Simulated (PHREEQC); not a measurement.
**Geothermal or formation water: speciation**

Synthetic water in mmol/kgw, 40 °C, pH 6.74, pe 10.7:

| constituent | mmol/kgw |
|---|---|
| Na | 238 |
| K | 5.01 |
| Ca | 0.849 |
| Mg | 28.2 |
| Cl | 277 |
| S(6) | 14.1 |
| Alkalinity (meq/kgw) | 9.93 |
| Cu(2) | 8.97 |
| Cd | 0.409 |
| Ba | 0.02 |

Valence states are taken as typed.

Model: ion-association model, wateq4f.dat, run in PHREEQC.

Each row changes one thing in this solution. No solid was allowed to form.

```tsv
case	ionic strength (mol/kgw)	MgSO4 (mol/kgw)	Cu2(OH)2+2 (mol/kgw)	HCO3- (mol/kgw)	Cu+2 (mol/kgw)	CuCO3 (mol/kgw)	SI of Magnesite (MgCO3)	SI of Otavite (CdCO3)
as made	0.334	0.00397	0.00275	0.00177	0.00138	0.000778	-0.28	+0.66
temperature from 40 to 20 °C at the same typed pH	0.338	0.00299	0.00150	0.00219	0.00263	(withheld)	-0.60	+0.65
pH from 6.74 to 5.74 at the same alkalinity	0.335	0.00388	0.000188	0.00508	(withheld)	(withheld)	-0.83	+0.12
pH from 6.74 to 7.24 at the same alkalinity	0.333	0.00401	0.00354	0.000554	0.000496	(withheld)	-0.28	+0.66
```

Q: Some entries are withheld; supply them.

A: 
- temperature from 40 to 20 °C at the same typed pH, CuCO3 (mol/kgw): 0.00134
- pH from 6.74 to 5.74 at the same alkalinity, Cu+2 (mol/kgw): 0.00362
- pH from 6.74 to 5.74 at the same alkalinity, CuCO3 (mol/kgw): 0.000584
- pH from 6.74 to 7.24 at the same alkalinity, CuCO3 (mol/kgw): 0.000276

Some of these states are supersaturated (in Atacamite, Malachite, for instance). Away from 25 °C the constants follow the database's enthalpies or fits; those with neither stay at their 25 °C values.
